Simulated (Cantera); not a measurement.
Feed: 1 mol PbO, 2.7 mol C, 0.019 mol CO, equilibrated at 8.10 bar.

Method: chemical equilibrium by Gibbs-energy minimisation in Cantera with the NASA 1993 tables (ideal gas, pure condensed phases). Candidate condensed phases: C, Pb, PbO, PbO2, Pb3O4; 15 gas species. Equilibrium is a limit: real reactors are often held back by kinetics, nucleation or transport.

x: gas mole fraction; n: condensed amount in mol.

| T (K) | x CO | x CO2 | x Pb | x Pb2 | x PbO | n C(graphite) | n Pb(l) |
|---|---|---|---|---|---|---|---|
| 1225 | 0.910 | 0.0898 | 0.000115 | 5.52e-9 | 6.94e-10 | 1.78 | 1.000 |
| 1275 | 0.949 | 0.0511 | 0.000233 | 1.78e-8 | 1.39e-9 | 1.75 | 1.000 |
| 1325 | 0.970 | 0.0294 | 0.000445 | 5.23e-8 | 2.60e-9 | 1.73 | 1.000 |
| 1375 | 0.982 | ___ | ___ | ___ | ___ | 1.72 | 0.999 |
| 1425 | 0.988 | ___ | ___ | ___ | ___ | 1.71 | 0.999 |
| 1475 | 0.991 | 0.00661 | 0.00237 | 8.45e-7 | 1.27e-8 | 1.71 | 0.998 |
| 1525 | 0.992 | 0.00426 | 0.00384 | 1.88e-6 | 2.00e-8 | 1.70 | 0.996 |
| 1575 | 0.991 | 0.00282 | 0.00603 | 3.98e-6 | 3.05e-8 | 1.70 | 0.994 |
| 1625 | 0.989 | 0.00191 | 0.00921 | 8.01e-6 | 4.52e-8 | 1.70 | 0.991 |
| 1675 | 0.985 | 0.00132 | 0.0137 | 1.54e-5 | 6.54e-8 | 1.70 | 0.986 |
| 1725 | 0.979 | 0.000928 | 0.0199 | 2.86e-5 | 9.24e-8 | 1.70 | 0.979 |
| 1775 | 0.971 | 0.000664 | 0.0283 | 5.11e-5 | 1.28e-7 | 1.70 | 0.970 |

### Question
Fill in the missing entries.

### Answer

- 1425, x CO2: 0.0106
- 1425, x Pb: 0.00141
- 1425, x Pb2: 3.58e-7
- 1425, x PbO: 7.80e-9
- 1375, x CO2: 0.0174
- 1375, x Pb: 0.000810
- 1375, x Pb2: 1.42e-7
- 1375, x PbO: 4.61e-9
